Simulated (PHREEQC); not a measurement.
Consider water at 25 °C with 0.083 mol/kgw Na2SeO4, 0.0067 mol/kgw HCl and 0.00027 mol/kgw FeCl3. Closed to the air; pH follows from the charge balance.

Equilibrium calculation in PHREEQC: ion-association model, wateq4f.dat.

Each row changes one thing in this solution. This is a speciation only: nothing precipitates in the calculation.

```json
[
 {"case": "as made", "pH": "2.60", "Fe(OH)3 (mol/kgw)": "2.25e-10", "SI of Fe(OH)3(a) (Fe(OH)3)": "-1.95", "SI of Goethite (FeOOH)": "+3.94"},
 {"case": "diluted 5-fold with water", "pH": "3.06", "Fe(OH)3 (mol/kgw)": "9.12e-10", "SI of Fe(OH)3(a) (Fe(OH)3)": "-1.37", "SI of Goethite (FeOOH)": "+4.53"},
 {"case": "0.0086 mol/kgw Ca(OH)2 added", "pH": "11.79", "Fe(OH)3 (mol/kgw)": "3.27e-7", "SI of Fe(OH)3(a) (Fe(OH)3)": "+1.21", "SI of Goethite (FeOOH)": "+7.10"},
 {"case": "FeCl3 from 0.00027 to 0.000135 mol/kgw", "pH": "2.60", "Fe(OH)3 (mol/kgw)": "1.18e-10", "SI of Fe(OH)3(a) (Fe(OH)3)": "-2.23", "SI of Goethite (FeOOH)": "+3.66"},
 {"case": "diluted 10-fold with water", "pH": "3.29", "Fe(OH)3 (mol/kgw)": "1.55e-9", "SI of Fe(OH)3(a) (Fe(OH)3)": "-1.14", "SI of Goethite (FeOOH)": "+4.75"},
 {"case": "FeCl3 from 0.00027 to 0.00054 mol/kgw", "pH": "2.59", "Fe(OH)3 (mol/kgw)": "4.11e-10", "SI of Fe(OH)3(a) (Fe(OH)3)": "-1.69", "SI of Goethite (FeOOH)": "+4.20"}
]
```

Species that the database lacks are ignored. Some of these states are supersaturated (in Hematite (slow to form), Goethite (slow to form), Fe(OH)3(a), for instance).
